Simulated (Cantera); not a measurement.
Feed: 1 mol Si, 20 mol HBr, at 1175 °C and 140 Pa.

These are equilibrium values from Cantera (NASA tables, ideal gas, pure condensed phases), not measurements of a reactor. Candidate condensed phases: Br₂, Si; 19 gas species. The tables' values for SiBr₃ are old estimates; treat these amounts as uncertain. Rates play no part.

Base state: HBr 0.780, H₂ 0.0932, Br 0.0777, SiBr₂ 0.0410, SiBr₄ 0.00450, SiBr₃ 0.00285, Br₂ 0.000167, H 7.54e-5 (mole fractions); condensed: gas only.

Q: What changes in the equilibrium state with this change: 0.032 mol H₂O added?

A: 
```tsv
species	before	after
HBr	0.780	0.781
H₂	0.0932	0.0930
Br	0.0777	0.0778
SiO	0	0.00154
SiBr₂	0.0410	0.0395
SiHBr₃	2.86e-5	2.76e-5
SiBr₃	0.00285	0.00275
```
Further candidate phases: H₂O, SiO₂.

Q: What changes in the equilibrium state with this change: temperature from 1175 °C to 527 °C?

A: 
| species | before | after |
|---|---|---|
| HBr | 0.780 | 0.842 |
| H₂ | 0.0932 | 0.105 |
| SiBr₄ | 0.00450 | 0.0526 |
| Br | 0.0777 | 2.80e-6 |
| SiBr₂ | 0.0410 | 3.50e-9 |
| H | 7.54e-5 | <1e-9 |
| SiBr₃ | 0.00285 | 3.30e-7 |
